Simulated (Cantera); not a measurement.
## Silicon nitride deposition: SiF4 + NH3

A closed system holds: 1 mol SiF4, 7.8 mol NH3, equilibrated at 10000 Pa.

These are equilibrium values from Cantera (NASA tables, ideal gas, pure condensed phases), not measurements of a reactor. Candidate condensed phases: Si, Si3N4; 37 gas species. The tables' values for SiF3, SiF2 are old estimates; treat these amounts as uncertain. Kinetics and transport are ignored.

```
T (K)   x H2   x N2  x SiF4      x HF  n Si3N4(s)
-----  -----  -----  ------  --------  ----------
973    0.705  0.235  0.0600  0.000423    0.000393
1023   0.704  0.235  0.0599  0.000635    0.000581
1073   0.704  0.235  0.0598  0.000916    0.000822
1123   0.704  0.235  0.0596   0.00128     0.00111
1173   0.704  0.235  0.0593   0.00173     0.00144
1223   0.703  0.235  0.0589   0.00229     0.00176
1273   0.703  0.235  0.0584   0.00295     0.00202
1323   0.702  0.235  0.0576   0.00373     0.00210
```
x: gas mole fraction; n: condensed amount in mol.

From 973 K to 1323 K the condensed part is Si3N4(s). The main Si-bearing gas is SiF4 throughout.
